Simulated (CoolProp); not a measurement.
Octamethyltrisiloxane (MDM) at several states: fugacity coefficient from the reference equation and from simpler models built on Tc = 565.4 K, pc = 1.438 MPa, ω = 0.528; each cubic takes its own stable root.

Computed with CoolProp (reference Helmholtz-energy equation of state, Thol 2017).

```json
[
 {"T (K)": "480", "p (MPa)": "3.67", "phase": "liquid", "reference": "0.1105"},
 {"T (K)": "212.2", "p (MPa)": "0.0238", "phase": "liquid", "reference": "3.696e-6"},
 {"T (K)": "210.6", "p (MPa)": "0.0618", "phase": "liquid", "reference": "1.121e-6"},
 {"T (K)": "419.5", "p (MPa)": "0.0922", "phase": "liquid", "reference": "0.8762"},
 {"T (K)": "442.6", "p (MPa)": "0.0149", "phase": "gas", "reference": "0.9913"}
]
```

### Question
How far does each simpler model (van der Waals, Redlich-Kwong, Soave-Redlich-Kwong, Peng-Robinson) lie from the reference over these 5 states: mean and median of the absolute difference, and the worst?

### Answer
- van der Waals: mean 2140999.6 %, median 118.7 %, worst +5837545.0 % at 210.6 K and 0.0618 MPa
- Redlich-Kwong: mean 10214.8 %, median 50.6 %, worst +26536.9 % at 210.6 K and 0.0618 MPa
- Soave-Redlich-Kwong: mean 27.8 %, median 4.2 %, worst +68.6 % at 210.6 K and 0.0618 MPa
- Peng-Robinson: mean 60.1 %, median 1.8 %, worst +152.2 % at 210.6 K and 0.0618 MPa

At some of these states van der Waals, Redlich-Kwong gives the other phase, because its saturation line lies elsewhere.
